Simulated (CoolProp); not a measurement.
Vapour-liquid equilibrium of R13 (1) + isobutane (2) at 186.4 K; x and y are mole fractions of (1).

Model: multi-fluid Helmholtz-energy mixture model, Platzer 1990 and Bücker 2006; pair parameters Bell 2016, in CoolProp. This equation is an older, rougher fit; its heat capacities, sound speeds and derivatives of the liquid may be far off and weren't checked against measurements.

### Question
Give the bubble pressure and the first vapour's composition at x = 0.55, 0.75, 0.95. Is there an azeotrope?

### Answer
x = 0.55: 0.05200 MPa, y = 0.984; x = 0.75: 0.06088 MPa, y = 0.990; x = 0.95: 0.07196 MPa, y = 0.997. No azeotrope shows between x = 0.05 and 0.95.

Pair parameters are fitted to limited data, so mixtures are less certain than the pure fluids. With so large a gap from Raoult's law the liquid may split in two, which this calculation doesn't test in full.
